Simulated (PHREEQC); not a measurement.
Dissolve 3.9 mmol/kgw NaBr and 130 mmol/kgw KBr at 25 °C. Closed to the air; pH follows from the charge balance.

Equilibrium calculation in PHREEQC: ion-association model, phreeqc.dat.

```json
{
 "ionic_strength": "0.134 mol/kgw",
 "specific_conductance": "16200 µS/cm",
 "density": "1.008 g/cm³"
}
```

| species | molality | activity | log γ |
|---|---|---|---|
| Br- | 0.134 | 0.0976 | -0.137 |
| K+ | 0.130 | 0.0965 | -0.129 |
| Na+ | 0.00390 | 0.00300 | -0.114 |
| OH- | 1.29e-7 | 9.57e-8 | -0.131 |
| H+ | 1.29e-7 | 1.05e-7 | -0.090 |

No solid was allowed to form. Species that the database lacks are ignored.
